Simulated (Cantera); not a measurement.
**N2O furnace oxynitridation**

An isothermal, constant-pressure homogeneous reactor starts with 11.7 % N2O, 0.141 % H2, 88.1 % N2, at 1198 K and 59000 Pa.

Computed with Cantera and GRI-Mech 3.0 (53 species, 325 reactions). GRI-Mech 3.0 was tuned for natural gas; its chemistry of N2O as a main component is partial and can be far from experiment. The mechanism lacks the step 2 NO + O2 → 2 NO2, which can matter for NO2 below about 1400 K. The temperature is held fixed by assumption; the heat of reaction is taken as removed at once.

| t (s) | x N2O | x H2 | x H | x NO | x HO2 |
|---|---|---|---|---|---|
| 0.000400 | 0.117 | 0.00140 | 6.07e-7 | 1.24e-6 | 9.67e-8 |
| 0.000838 | 0.117 | 0.00136 | 1.16e-6 | 3.38e-6 | 3.57e-7 |
| 0.00176 | 0.117 | 0.00123 | 1.68e-6 | 9.07e-6 | 6.97e-7 |
| 0.00368 | 0.117 | 0.000914 | 1.54e-6 | 2.12e-5 | 8.04e-7 |
| 0.00771 | 0.116 | 0.000486 | 7.42e-7 | 4.09e-5 | 8.16e-7 |
| 0.0162 | 0.116 | 0.000174 | 1.90e-7 | 7.35e-5 | 6.35e-7 |
| 0.0338 | 0.115 | 4.14e-5 | 3.34e-8 | 0.000138 | 3.55e-7 |
| 0.0709 | 0.113 | 4.69e-6 | 6.42e-9 | 0.000274 | 1.81e-7 |
| 0.149 | 0.110 | 8.34e-8 | 3.86e-9 | 0.000557 | 1.02e-7 |
| 0.311 | 0.104 | 1.22e-8 | 3.84e-9 | 0.00112 | 5.69e-8 |
| 0.652 | 0.0922 | 1.10e-8 | 3.69e-9 | 0.00216 | 3.09e-8 |
| 1.37 | 0.0726 | 9.79e-9 | 3.27e-9 | 0.00386 | 1.71e-8 |
| 2.86 | 0.0456 | 7.91e-9 | 2.45e-9 | 0.00603 | 9.85e-9 |
| 6.00 | 0.0195 | 4.98e-9 | 1.24e-9 | 0.00776 | 5.74e-9 |
x: mole fraction; the columns are a selection and need not sum to one.

Equilibrium at this temperature and pressure: N2O 6.38e-9, H2 9.09e-11, H 2.38e-12, NO 0.000108, HO2 4.84e-10 (gas phase only).
